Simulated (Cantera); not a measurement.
A perfectly stirred reactor is fed with CO : H2 : CH4 : O2 : N2 : H2O = 1 : 0.71 : 1 : 4.84 : 58.1 : 9.1 (molar parts), equivalence ratio 0.59, at 0.513 atm; it is adiabatic with a 800 K inlet, and is followed from long to short residence time, starting on the burning branch (τ in s: 0.094, 0.039, 0.016, 0.0066, 0.0027, 0.0011, 0.00047, 0.00019, 7.9e-05, 3.3e-05).

Computed with Cantera and GRI-Mech 3.0 (53 species, 325 reactions).

**Question.** What does this change do: pressure from 0.513 atm to 0.257 atm?

**Answer.** 
```json
[
 {"quantity": "blow-out, bracketed by the residence times tried", "before": "burning at 6.60 ms, out at 2.70 ms", "after": "burning at 6.60 ms, out at 2.70 ms"},
 {"quantity": "x(CO) at τ = 94.0 ms", "before": "0.000701", "after": "0.000891"},
 {"quantity": "x(H2) at τ = 94.0 ms", "before": "0.000237", "after": "0.000482"},
 {"quantity": "x(CH4) at τ = 94.0 ms", "before": "3.68e-5", "after": "3.98e-5"},
 {"quantity": "x(C2H4) at τ = 94.0 ms", "before": "3.53e-8", "after": "1.16e-8"},
 {"quantity": "x(H) at τ = 94.0 ms", "before": "2.86e-5", "after": "0.000108"},
 {"quantity": "x(CO) at τ = 1.10 ms", "before": "0.0134", "after": "0.0134"},
 {"quantity": "x(H2) at τ = 1.10 ms", "before": "0.00950", "after": "0.00950"},
 {"quantity": "x(CH4) at τ = 1.10 ms", "before": "0.0134", "after": "0.0134"},
 {"quantity": "x(C2H4) at τ = 1.10 ms", "before": "<1e-12", "after": "<1e-12"},
 {"quantity": "x(H) at τ = 1.10 ms", "before": "<1e-12", "after": "<1e-12"}
]
```

**Question.** What does this change do: inlet temperature 800 to 725 K?

**Answer.** 
| quantity | before | after |
|---|---|---|
| blow-out, bracketed by the residence times tried | burning at 6.60 ms, out at 2.70 ms | burning at 39.0 ms, out at 16.0 ms |
| x(CO) at τ = 94.0 ms | 0.000701 | 0.00109 |
| x(H2) at τ = 94.0 ms | 0.000237 | 0.000260 |
| x(CH4) at τ = 94.0 ms | 3.68e-5 | 6.68e-5 |
| x(C2H4) at τ = 94.0 ms | 3.53e-8 | 1.17e-7 |
| x(H) at τ = 94.0 ms | 2.86e-5 | 2.35e-5 |
| x(CO) at τ = 1.10 ms | 0.0134 | 0.0134 |
| x(H2) at τ = 1.10 ms | 0.00950 | 0.00950 |
| x(CH4) at τ = 1.10 ms | 0.0134 | 0.0134 |
| x(C2H4) at τ = 1.10 ms | <1e-12 | <1e-12 |
| x(H) at τ = 1.10 ms | <1e-12 | <1e-12 |

**Question.** What does this change do: inlet temperature 800 to 675 K?

**Answer.** 
| quantity | before | after |
|---|---|---|
| blow-out, bracketed by the residence times tried | burning at 6.60 ms, out at 2.70 ms | burning at 94.0 ms, out at 39.0 ms |
| x(CO) at τ = 94.0 ms | 0.000701 | 0.00185 |
| x(H2) at τ = 94.0 ms | 0.000237 | 0.000350 |
| x(CH4) at τ = 94.0 ms | 3.68e-5 | 0.000127 |
| x(C2H4) at τ = 94.0 ms | 3.53e-8 | 3.99e-7 |
| x(H) at τ = 94.0 ms | 2.86e-5 | 1.96e-5 |
| x(CO) at τ = 1.10 ms | 0.0134 | 0.0134 |
| x(H2) at τ = 1.10 ms | 0.00950 | 0.00950 |
| x(CH4) at τ = 1.10 ms | 0.0134 | 0.0134 |
| x(C2H4) at τ = 1.10 ms | <1e-12 | <1e-12 |
| x(H) at τ = 1.10 ms | <1e-12 | <1e-12 |
